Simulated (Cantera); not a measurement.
# Transport properties of process gases

Gas mixture: 100 % CH₃OH, at 1.01 bar, frozen composition.

Cantera's kinetic-theory transport with the Lennard-Jones parameters of GRI-Mech 3.0, ideal gas; thermal conductivity in the mixture-averaged form. Polar gases are described roughly by these parameters. The composition is frozen, though it would react at the higher temperatures.

```json
[
 {"T (K)": "400", "ρ (kg/m³)": "0.976", "cp (J/kg/K)": "1604", "μ (µPa s)": "13.1", "λ (mW/m/K)": "28.2", "Pr": "0.745", "D (cm²/s) C₂H₂": "0.204", "D (cm²/s) O": "0.419", "D (cm²/s) NO": "0.260"},
 {"T (K)": "550", "ρ (kg/m³)": "0.710", "cp (J/kg/K)": "1983", "μ (µPa s)": "18.1", "λ (mW/m/K)": "48.2", "Pr": "0.744", "D (cm²/s) C₂H₂": "0.374", "D (cm²/s) O": "0.746", "D (cm²/s) NO": "0.466"},
 {"T (K)": "700", "ρ (kg/m³)": "0.558", "cp (J/kg/K)": "2314", "μ (µPa s)": "22.8", "λ (mW/m/K)": "70.5", "Pr": "0.748", "D (cm²/s) C₂H₂": "0.585", "D (cm²/s) O": "1.14", "D (cm²/s) NO": "0.715"},
 {"T (K)": "850", "ρ (kg/m³)": "0.459", "cp (J/kg/K)": "2568", "μ (µPa s)": "27.2", "λ (mW/m/K)": "93.6", "Pr": "0.746", "D (cm²/s) C₂H₂": "0.830", "D (cm²/s) O": "1.60", "D (cm²/s) NO": "1.00"},
 {"T (K)": "1000", "ρ (kg/m³)": "0.390", "cp (J/kg/K)": "2798", "μ (µPa s)": "31.3", "λ (mW/m/K)": "117", "Pr": "0.751", "D (cm²/s) C₂H₂": "1.11", "D (cm²/s) O": "2.11", "D (cm²/s) NO": "1.33"},
 {"T (K)": "1150", "ρ (kg/m³)": "0.340", "cp (J/kg/K)": "2978", "μ (µPa s)": "35.2", "λ (mW/m/K)": "139", "Pr": "0.751", "D (cm²/s) C₂H₂": "1.42", "D (cm²/s) O": "2.67", "D (cm²/s) NO": "1.68"},
 {"T (K)": "1300", "ρ (kg/m³)": "0.300", "cp (J/kg/K)": "3128", "μ (µPa s)": "38.8", "λ (mW/m/K)": "161", "Pr": "0.752", "D (cm²/s) C₂H₂": "1.75", "D (cm²/s) O": "3.29", "D (cm²/s) NO": "2.07"},
 {"T (K)": "1450", "ρ (kg/m³)": "0.269", "cp (J/kg/K)": "3253", "μ (µPa s)": "42.2", "λ (mW/m/K)": "183", "Pr": "0.751", "D (cm²/s) C₂H₂": "2.11", "D (cm²/s) O": "3.95", "D (cm²/s) NO": "2.49"},
 {"T (K)": "1600", "ρ (kg/m³)": "0.244", "cp (J/kg/K)": "3357", "μ (µPa s)": "45.4", "λ (mW/m/K)": "203", "Pr": "0.750", "D (cm²/s) C₂H₂": "2.50", "D (cm²/s) O": "4.66", "D (cm²/s) NO": "2.94"}
]
```
D: mixture-averaged diffusion coefficient of that species in the mixture.
